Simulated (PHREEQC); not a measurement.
Dissolve 0.22 mol Cu(NO3)2 and 0.0016 mol HBF4 per kg of water at 25 °C. Closed to the air; pH follows from the charge balance.

The numbers come from PHREEQC with the ion-association model, phreeqc.dat.

This is a speciation only: nothing precipitates in the calculation.

### Question
Order these B species by the share of B that they hold, largest first: BF3OH-, BF2(OH)2-, BF4-, H3BO3.

### Answer
H3BO3 (56 %), BF4- (34 %), BF3OH- (5.8 %), BF2(OH)2- (3.7 %)

### Question
Order these F species by the share of F that they hold, largest first: HF, BF3OH-, BF4-, F-, CuF+.

### Answer
BF4- (34 %), HF (28 %), F- (18 %), CuF+ (13 %), BF3OH- (4.4 %)

The pH is 2.69 and the ionic strength 0.661 mol/kgw. Real BF4- forms and hydrolyses slowly; the run takes it at equilibrium.
